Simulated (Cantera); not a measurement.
Ignition delay

Mixture: CH₄ : O₂ : N₂ = 1 : 2.3 : 8.64 (molar parts), at 1.00 bar, adiabatic and at constant pressure. Ignition delay is the time to a rise of 400 K.

Model: GRI-Mech 3.0 (53 species, 325 reactions), integrated in Cantera.

| T0 (K) | delay (ms) |
|---|---|
| 1125 | 130 |
| 1225 | 29.9 |
| 1325 | 7.95 |
| 1425 | 2.44 |
| 1525 | 0.874 |
| 1625 | 0.367 |
| 1725 | 0.177 |

```
Property                                                Result
--------------------------------------------------  ----------
apparent activation energy between 1525 and 1725 K  170 kJ/mol
```
